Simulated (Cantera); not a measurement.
Cantera with NASA thermochemical tables; ideal gases at 1 bar, condensed phases pure. Values are per mole of reaction as written; species without (g) are pure solids or liquids, kept so even where they would boil at 1 bar.

Between 1048 and 1248 K, where is each reaction favourable under standard conditions?
- 0.6667 Ti + Cl2(g) = 0.6667 TiCl3(g)
- H2(g) + Cl2(g) = 2 HCl(g)
- Si + Cl2(g) = SiCl2(g)


- 0.6667 Ti + Cl2(g) = 0.6667 TiCl3(g): ΔG° is -325 kJ at 1048 K and -318 kJ at 1248 K; it stays negative (K > 1). ΔH° is -363 kJ and ΔS° -36 J/K at 1248 K.
- H2(g) + Cl2(g) = 2 HCl(g): ΔG° is -202 kJ at 1048 K and -205 kJ at 1248 K; it stays negative (K > 1). ΔH° is -190 kJ and ΔS° 12 J/K at 1248 K.
- Si + Cl2(g) = SiCl2(g): ΔG° is -208 kJ at 1048 K and -214 kJ at 1248 K; it stays negative (K > 1). ΔH° is -174 kJ and ΔS° 32 J/K at 1248 K.
